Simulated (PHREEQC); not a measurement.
0.62 g of hydrous ferric oxide (600 m²/g; 0.2 weak and 0.005 strong sites per Fe, Dzombak-Morel constants, diffuse double layer) in 1 kg of water with 0.05 mol/kgw of an inert sodium salt and 0.00017 mol MnCl2, at 25 °C; the pH is set by adding NaOH or the inert anion's acid. No oxygen is let in. No CO2 enters from the air. Precipitation was switched off in this run.

Model: ion-association model, wateq4f.dat, run in PHREEQC.

Task: Predict Mn sorbed (%) at pH = 4, 9.

Result: 
```csv
pH,Mn sorbed (%)
4,0.0
9,99.8
```

The oxide is taken as insoluble; below pH 4 it would dissolve.
